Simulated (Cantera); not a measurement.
Input: 1 mol CS₂, 0.043 mol SO₂, 0.71 mol H₂, equilibrated at 0.458 Torr.

These are equilibrium values from Cantera (NASA tables, ideal gas, pure condensed phases), not measurements of a reactor. Candidate condensed phases: C, C₆H₆, C₇H₈, C₈H₁₈, H₂O, H₂SO₄, S; 123 gas species. Kinetics and transport are ignored.

**Question.** At 2148 K, list the 4 most abundant gas species with their mole fractions, and the condensed phases.

**Answer.** CS 0.325, H₂ 0.238, S₂ 0.138, S 0.118. Condensed: gas only.
